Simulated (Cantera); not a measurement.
**Ammonia decomposition in nitride growth gas**

A perfectly stirred reactor is fed with 84.7 % NH₃, 15.3 % H₂, at 1.90 bar; it is held at 1600 K, and followed from long to short residence time.

Detailed kinetics in Cantera: the gas-phase N/H chemistry of the illustrative SiF4/NH3 mechanism in the Surface Chemkin manual (1991). Walls and surfaces, which speed up NH3 decomposition in real reactors, are not modelled.

| τ (s) | x NH₃ | x H₂ | x NH₂ | x N₂ | x N₂H₄ |
|---|---|---|---|---|---|
| 3.4 | 0.514 | 0.396 | 5.17e-5 | 0.0902 | 1.43e-7 |
| 1.4 | 0.642 | 0.303 | 6.35e-5 | 0.0557 | 2.15e-7 |
| 0.54 | 0.744 | 0.228 | 7.27e-5 | 0.0280 | 2.82e-7 |
| 0.22 | 0.799 | 0.187 | 7.76e-5 | 0.0129 | 3.21e-7 |
| 0.088 | 0.827 | 0.167 | 7.99e-5 | 0.00548 | 3.40e-7 |
| 0.035 | 0.839 | 0.159 | 8.06e-5 | 0.00221 | 3.46e-7 |
| 0.014 | 0.844 | 0.155 | 8.01e-5 | 0.000871 | 3.42e-7 |
| 0.0057 | 0.846 | 0.153 | 7.81e-5 | 0.000334 | 3.25e-7 |
| 0.0023 | 0.847 | 0.153 | 7.29e-5 | 0.000115 | 2.83e-7 |
| 0.00093 | 0.847 | 0.153 | 6.12e-5 | 3.12e-5 | 1.99e-7 |
| 0.00037 | 0.847 | 0.153 | 3.99e-5 | 4.68e-6 | 8.47e-8 |
x: mole fraction; the columns are a selection and need not sum to one.
